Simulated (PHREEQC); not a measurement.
## Silver or lead bath (model solution)

Make-up at 25 °C: 0.0175 mol PbCl2 and 0.064 mol HNO3 per kg of water. It is in equilibrium with CO2 at log p = -1 (atm). Otherwise closed; pH follows from the charge balance.

Equilibrium calculation in PHREEQC: ion-association model, wateq4f.dat.

```
Property                 Result
----------------  -------------
pH                         1.28
ionic strength    0.101 mol/kgw
total alkalinity   -64.0 meq/kg
```

```
species  molality  activity   log γ
-------  --------  --------  ------
H+         0.0640    0.0528  -0.084
NO3-       0.0608    0.0458  -0.123
Cl-        0.0304    0.0232  -0.117
Pb+2      0.00986   0.00366  -0.430
PbCl+     0.00434   0.00338  -0.108
CO2       0.00333   0.00341   0.010
PbNO3+    0.00318   0.00248  -0.108
PbCl2    0.000122  0.000124   0.010
PbCl3-    2.94e-6   2.30e-6  -0.108
PbHCO3+   1.07e-7   8.32e-8  -0.108
PbCl4-2   6.87e-8   2.55e-8  -0.430
```

Precipitation was switched off in this run. Species that the database lacks are ignored.
